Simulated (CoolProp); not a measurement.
Saturation properties of vinyl chloride.

Computed with CoolProp (reference Helmholtz-energy equation of state, Thol 2022).

```csv
T (°C),p (MPa),liquid cp (kJ/(kg K)),vapour Z
-17.95,0.08551,1.478,0.9742
-10.85,…,1.483,0.9681
-3.75,0.1509,…,0.9613
3.35,0.1955,1.497,0.9535
10.45,0.2495,1.507,0.9448
17.45,0.3132,…,0.9353
24.55,0.3897,1.531,0.9246
31.65,0.4794,1.546,0.9129
38.75,0.5837,…,0.9000
45.85,0.7041,1.583,…
52.85,0.8397,1.606,0.8711
59.95,…,1.632,0.8546
67.05,1.173,1.663,0.8368
74.15,…,1.699,0.8175
```

Complete the blanks.


- -10.85, p (MPa): 0.1146
- -3.75, liquid cp (kJ/(kg K)): 1.489
- 17.45, liquid cp (kJ/(kg K)): 1.518
- 38.75, liquid cp (kJ/(kg K)): 1.563
- 45.85, vapour Z: 0.8861
- 59.95, p (MPa): 0.9961
- 74.15, p (MPa): 1.372

It boils at -13.9 °C under 1 atm.
